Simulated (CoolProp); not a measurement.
C3F8 (R218) at 298.15 K and 5.02 MPa flows at 0.069 m/s in a round tube of 100 mm bore and 1.5 µm roughness, fully developed (64/Re and Nu = 3.66 if laminar; Colebrook and Gnielinski if turbulent). Each further row changes one setting.

Model: reference Helmholtz-energy equation of state, Lemmon 2006, in CoolProp. It is a short technical equation, of lower accuracy than the large ones.

```
case                Reynolds number  Darcy friction factor  pressure drop (Pa/m)  heat-transfer coefficient (W/(m² K))  mass flow (kg/h)
------------------  ---------------  ---------------------  --------------------  ------------------------------------  ----------------
as stated                     48200                 0.0211                 0.695                                   129              2700
velocity 0.138 m/s            96300                 0.0182                  2.40                                   233              5390
diameter 200 mm               96300                 0.0182                 0.299                                   116             10800
```

Viscosity comes from a separate model (Huber 2003), an estimate that may be off by 10 % or more. Thermal conductivity comes from a separate model (Huber 2003), an estimate that may be off by 10 % or more.
